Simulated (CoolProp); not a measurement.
The numbers come from the reference Helmholtz-energy equation of state, Lemmon 2016 in CoolProp.

Question: For R365MFC, give the phase and the cv (kJ/(kg K)) at 387.9 K and 0.101 MPa; 484 K and 0.101 MPa.

Answer: 
- 387.9 K and 0.101 MPa: gas; cv 1.09
- 484 K and 0.101 MPa: gas; cv 1.24
